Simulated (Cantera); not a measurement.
A closed system holds: 1 mol BCl₃, 0.13 mol H₂O, 27 mol H₂, at 1075 °C and 0.100 bar.

Cantera equilibrium calculation (NASA polynomials, part measured and part estimated; ideal gas, pure solids and liquids). Candidate condensed phases: B, B₂O₃, B₃O₃H₃, H₂O; 33 gas species. The tables' values for BOCl, BCl₂ are old estimates; treat these amounts as uncertain. Gases not in the tables: BHCl₂. Kinetics and transport are ignored.

Base state: H₂ 0.900, HCl 0.0942, BCl₃ 0.00314, HBO 0.00121, B₃O₃H₃ 0.000669, B₃O₃Cl₃ 0.000352, BOCl 0.000200, BCl₂ 2.08e-5 (mole fractions); condensed: B(s).

Question: What changes in the equilibrium state with this change: temperature from 1075 °C to 1375 °C?

Answer: 
| species | before | after |
|---|---|---|
| H₂ | 0.900 | 0.893 |
| HCl | 0.0942 | 0.102 |
| HBO | 0.00121 | 0.00380 |
| B₃O₃Cl₃ | 0.000352 | 1.23e-7 |
| B₃O₃H₃ | 0.000669 | 1.02e-6 |
| B(s), mol | 0.780 | 0.837 |
The tables' values for BOCl, BCl, BCl₂, BH₂ are old estimates; treat these amounts as uncertain.
